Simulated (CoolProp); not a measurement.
A Linde-Hampson liquefier for carbon monoxide: isothermal reversible compression at 200 K from 1 atm to 25 MPa, throttling to 1 atm, return gas leaving the recuperator 5 K below the feed. Each further row changes one setting.

The numbers come from the reference Helmholtz-energy equation of state, Lemmon 2006 in CoolProp. It is a short technical equation, of lower accuracy than the large ones.

```json
[
 {"case": "as stated", "liquid yield per pass": "___", "compression work (kJ/kg of gas)": "305"},
 {"case": "high pressure 50 MPa", "liquid yield per pass": "___", "compression work (kJ/kg of gas)": "353"},
 {"case": "warm-end temperature 230 K", "liquid yield per pass": "___", "compression work (kJ/kg of gas)": "___"},
 {"case": "warm-end gap 10 K", "liquid yield per pass": "0.251", "compression work (kJ/kg of gas)": "305"}
]
```

### Question
Fill in the missing entries.

### Answer

- as stated, liquid yield per pass: 0.262
- high pressure 50 MPa, liquid yield per pass: 0.257
- warm-end temperature 230 K, liquid yield per pass: 0.185
- warm-end temperature 230 K, compression work (kJ/kg of gas): 363
